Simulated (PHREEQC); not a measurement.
Solution (29 °C): 9.2 mmol/kgw HF, 5 mmol/kgw H2SiF6, 170 mmol/kgw H3PO4 and 10 mmol/kgw HNO3. Closed to the air; pH follows from the charge balance.

Computed with PHREEQC (ion-association model, wateq4f.dat).

No solid was allowed to form.

Q: What pH, ionic strength does the model give?

A: pH 1.39; ionic strength 0.0527 mol/kgw.

Q: In which forms is Si present?

A: SiF6-2 98 %, H4SiO4 1.9 % of the Si.

H3PO4, which wateq4f.dat lacks, is added to it with the constant of phreeqc.dat. SiF6-2 is the database's only silicon fluoride.
